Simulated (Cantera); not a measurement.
# Al₂O₃ + Cl₂ + H₂ (oxide etching and cleaning by halides)

Charge: 1 mol Al₂O₃, a varied amount of Cl₂, 9.7 mol H₂, held at 773.15 K and 128 Torr.

Cantera equilibrium calculation (NASA polynomials, part measured and part estimated; ideal gas, pure solids and liquids). Candidate condensed phases: Al, AlCl₃, Al₂O₃, H₂O; 29 gas species. Condensed phases not in the tables: AlOCl. Equilibrium is a limit: real reactors are often held back by kinetics, nucleation or transport.

| n(Cl₂) (mol) | x HCl | x Cl₂ | x H₂ | x H₂O | x AlCl₃ | x Cl | x O₂ | n Al₂O₃(s) |
|---|---|---|---|---|---|---|---|---|
| 3.9 | 0.573 | <1e-12 | 0.426 | 1.93e-5 | 1.29e-5 | 2.05e-12 | <1e-12 | 1.000 |
| 7.1 | 0.845 | <1e-12 | 0.155 | 3.07e-5 | 2.05e-5 | 5.03e-12 | <1e-12 | 1.000 |
| 10 | 0.985 | 0.0152 | 2.46e-12 | 3.69e-5 | 2.46e-5 | 1.47e-6 | <1e-12 | 1.000 |
| 13 | 0.855 | 0.145 | <1e-12 | 3.11e-5 | 2.07e-5 | 4.54e-6 | 3.10e-11 | 1.000 |
| 16 | 0.755 | 0.245 | <1e-12 | 2.68e-5 | 1.79e-5 | 5.89e-6 | 1.07e-10 | 1.000 |
| 20 | 0.653 | 0.347 | <1e-12 | 2.25e-5 | 1.50e-5 | 7.01e-6 | 2.71e-10 | 1.000 |
| 23 | 0.593 | 0.407 | <1e-12 | 2.01e-5 | 1.34e-5 | 7.59e-6 | 4.35e-10 | 1.000 |
| 26 | 0.543 | 0.457 | <1e-12 | 1.81e-5 | 1.21e-5 | 8.04e-6 | 6.31e-10 | 1.000 |
| 29 | 0.501 | 0.499 | <1e-12 | 1.64e-5 | 1.09e-5 | 8.40e-6 | 8.56e-10 | 1.000 |
| 32 | 0.465 | 0.535 | <1e-12 | 1.50e-5 | 1.00e-5 | 8.70e-6 | 1.11e-9 | 1.000 |
| 35 | 0.434 | 0.566 | <1e-12 | 1.38e-5 | 9.20e-6 | 8.95e-6 | 1.39e-9 | 1.000 |
| 38 | 0.407 | 0.593 | <1e-12 | 1.28e-5 | 8.51e-6 | 9.17e-6 | 1.69e-9 | 1.000 |
x: gas mole fraction; n: condensed amount in mol.

From 3.9 mol Cl₂ to 38 mol Cl₂ the condensed part is Al₂O₃(s). The main Al-bearing gas is AlCl₃ throughout.
